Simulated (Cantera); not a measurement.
Input: 1 mol Si₂H₆, 0.39 mol Cl₂, 590 mol H₂, held at 602 °C and 5.90 mbar.

Method: chemical equilibrium by Gibbs-energy minimisation in Cantera with the NASA 1993 tables (ideal gas, pure condensed phases). Candidate condensed phases: Si; 19 gas species. The feed counts by its element totals alone. The numbers say what is thermodynamically allowed, not how fast it happens.

Base state: H₂ 0.999, HCl 0.00123, SiHCl₃ 1.45e-5 (mole fractions); condensed: Si(s).

What changes in the equilibrium state with this change: Cl₂ from 0.39 to 0.077 mol?


| species | before | after |
|---|---|---|
| H₂ | 0.999 | 1.000 |
| HCl | 0.00123 | 0.000259 |
| SiHCl₃ | 1.45e-5 | 1.35e-7 |
| Si(s), mol | 1.98 | 2.00 |
